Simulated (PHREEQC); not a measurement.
A solution holds 1.8e-05 mol Cu(BF4)2, 0.0019 mol HBF4 and 0.0018 mol H3BO3 per kg of water, at 25 °C. Closed to the air; pH follows from the charge balance.

Computed with PHREEQC (ion-association model, phreeqc.dat).

Q: The ionic strength comes out as 0.00210 mol/kgw. What activity coefficients do F-, H+, Cu+2, BF4-, HF2- get?

A: F- 0.95, H+ 0.95, Cu+2 0.82, BF4- 0.95, HF2- 0.95.

Precipitation was switched off in this run. Real BF4- forms and hydrolyses slowly; the run takes it at equilibrium.
